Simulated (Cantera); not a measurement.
Equilibrium for silicon etching in halogen gases: Si + HF + N2

Feed: 1 mol Si, 3 mol HF, 61 mol N2, held at 1398 K and 0.00100 bar.

Equilibrium computed with Cantera from the NASA thermochemical tables; the gas is ideal and each condensed phase is pure. Candidate condensed phases: Si, Si3N4; 37 gas species. N2 is the only nitrogen source here; it is nearly inert below about 1500 K, so the nitride shown seldom forms there in practice. The tables' values for SiF3, SiF2 are old estimates; treat these amounts as uncertain. Rates play no part.

```yaml
x(N2): 0.963
x(H2): 0.0232
x(SiF4): 0.00900
x(SiF3): 0.00297
x(HF): 0.00109
x(SiF2): 0.000675
x(SiHF3): 4.26e-5
x(H): 2.28e-5
n(Si3N4(s)): 0.0661 mol
gas_amount: 63.20 mol
log10 activity of Si(s) (absent): -1.50
```
